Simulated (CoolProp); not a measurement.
Properties of dry air along the isobar 22 MPa.

Model: reference Helmholtz-energy equation of state, Lemmon 2000, in CoolProp. It is a pseudo-pure fit of the blend.

```json
[
 {"T (K)": "70.8", "phase": "liquid", "density (kg/m³)": "948.1", "cp (kJ/(kg K))": "1.829", "speed of sound (m/s)": "1053", "Joule-Thomson coefficient (K/MPa)": "-0.4225", "Prandtl number": "3.29", "fugacity coefficient": "0.004327"},
 {"T (K)": "95", "phase": "liquid", "density (kg/m³)": "860.1", "cp (kJ/(kg K))": "1.812", "speed of sound (m/s)": "893.0", "Joule-Thomson coefficient (K/MPa)": "-0.3782", "Prandtl number": "1.88", "fugacity coefficient": "0.04500"},
 {"T (K)": "119.2", "phase": "liquid", "density (kg/m³)": "766.9", "cp (kJ/(kg K))": "(withheld)", "speed of sound (m/s)": "735.8", "Joule-Thomson coefficient (K/MPa)": "-0.2680", "Prandtl number": "(withheld)", "fugacity coefficient": "0.1559"},
 {"T (K)": "143.4", "phase": "supercritical", "density (kg/m³)": "(withheld)", "cp (kJ/(kg K))": "1.890", "speed of sound (m/s)": "595.7", "Joule-Thomson coefficient (K/MPa)": "-0.05632", "Prandtl number": "(withheld)", "fugacity coefficient": "0.3213"},
 {"T (K)": "167.6", "phase": "supercritical", "density (kg/m³)": "560.6", "cp (kJ/(kg K))": "1.914", "speed of sound (m/s)": "491.1", "Joule-Thomson coefficient (K/MPa)": "0.2681", "Prandtl number": "1.25", "fugacity coefficient": "0.4981"},
 {"T (K)": "191.8", "phase": "supercritical", "density (kg/m³)": "462.9", "cp (kJ/(kg K))": "1.834", "speed of sound (m/s)": "(withheld)", "Joule-Thomson coefficient (K/MPa)": "0.6135", "Prandtl number": "1.13", "fugacity coefficient": "0.6528"},
 {"T (K)": "216", "phase": "supercritical", "density (kg/m³)": "385.4", "cp (kJ/(kg K))": "1.670", "speed of sound (m/s)": "408.0", "Joule-Thomson coefficient (K/MPa)": "0.8277", "Prandtl number": "1.01", "fugacity coefficient": "0.7731"},
 {"T (K)": "240.2", "phase": "supercritical", "density (kg/m³)": "328.9", "cp (kJ/(kg K))": "1.517", "speed of sound (m/s)": "404.1", "Joule-Thomson coefficient (K/MPa)": "0.8899", "Prandtl number": "0.920", "fugacity coefficient": "0.8616"},
 {"T (K)": "264.4", "phase": "supercritical", "density (kg/m³)": "287.7", "cp (kJ/(kg K))": "1.402", "speed of sound (m/s)": "409.0", "Joule-Thomson coefficient (K/MPa)": "0.8583", "Prandtl number": "0.866", "fugacity coefficient": "0.9259"},
 {"T (K)": "288.6", "phase": "supercritical", "density (kg/m³)": "256.6", "cp (kJ/(kg K))": "1.321", "speed of sound (m/s)": "417.6", "Joule-Thomson coefficient (K/MPa)": "0.7820", "Prandtl number": "0.824", "fugacity coefficient": "0.9724"},
 {"T (K)": "312.8", "phase": "supercritical", "density (kg/m³)": "232.4", "cp (kJ/(kg K))": "1.263", "speed of sound (m/s)": "427.7", "Joule-Thomson coefficient (K/MPa)": "0.6874", "Prandtl number": "(withheld)", "fugacity coefficient": "1.006"},
 {"T (K)": "337", "phase": "supercritical", "density (kg/m³)": "212.9", "cp (kJ/(kg K))": "1.221", "speed of sound (m/s)": "438.5", "Joule-Thomson coefficient (K/MPa)": "(withheld)", "Prandtl number": "0.773", "fugacity coefficient": "1.031"}
]
```

**Question.** Complete the blanks.

**Answer.** 
- 119.2, cp (kJ/(kg K)): 1.837
- 119.2, Prandtl number: 1.48
- 143.4, density (kg/m³): 666.0
- 143.4, Prandtl number: 1.34
- 191.8, speed of sound (m/s): 431.4
- 312.8, Prandtl number: 0.794
- 337, Joule-Thomson coefficient (K/MPa): 0.5877

Viscosity comes from a separate model (Lemmon 2004). Thermal conductivity comes from a separate model (Lemmon 2004).
